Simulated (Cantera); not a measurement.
A diamond (100) surface in a fixed gas of H2 with x(CH4) = 0.0021, x(H) = 0.0019, x(CH3) = 1.6e-05, 21.8 Torr; coverages are run to steady state.

Cantera simulation using the Harris–Goodwin 1993 mechanism for the reconstructed diamond (100) surface; the numbers are that mechanism's predictions, not measurements.

θ: site fractions in the mechanism's names (c6HH fully hydrogenated, c6H* and c6*H radical sites, c6** diradical, c6HM methylated).

```json
[
 {"T (K)": "950", "growth (µm/h)": "?", "θ c6HH": "0.640", "θ c6H*": "0.0140", "θ c6*H": "0.333", "θ c6**": "0.00650", "θ c6HM": "0.00535"},
 {"T (K)": "1025", "growth (µm/h)": "?", "θ c6HH": "0.574", "θ c6H*": "0.0204", "θ c6*H": "0.390", "θ c6**": "0.0110", "θ c6HM": "0.00308"},
 {"T (K)": "1100", "growth (µm/h)": "?", "θ c6HH": "0.516", "θ c6H*": "0.0276", "θ c6*H": "0.438", "θ c6**": "0.0169", "θ c6HM": "0.00111"},
 {"T (K)": "1175", "growth (µm/h)": "?", "θ c6HH": "0.466", "θ c6H*": "0.0353", "θ c6*H": "0.474", "θ c6**": "0.0238", "θ c6HM": "0.000262"},
 {"T (K)": "1250", "growth (µm/h)": "0.0555", "θ c6HH": "0.425", "θ c6H*": "0.0430", "θ c6*H": "0.500", "θ c6**": "0.0311", "θ c6HM": "5.56e-5"},
 {"T (K)": "1325", "growth (µm/h)": "0.0530", "θ c6HH": "0.394", "θ c6H*": "0.0505", "θ c6*H": "0.517", "θ c6**": "0.0380", "θ c6HM": "1.20e-5"},
 {"T (K)": "1400", "growth (µm/h)": "?", "θ c6HH": "0.371", "θ c6H*": "0.0576", "θ c6*H": "0.527", "θ c6**": "0.0442", "θ c6HM": "2.62e-6"}
]
```

Fill in the missing entries.


- 950, growth (µm/h): 0.182
- 1025, growth (µm/h): 0.206
- 1100, growth (µm/h): 0.141
- 1175, growth (µm/h): 0.0742
- 1400, growth (µm/h): 0.0366
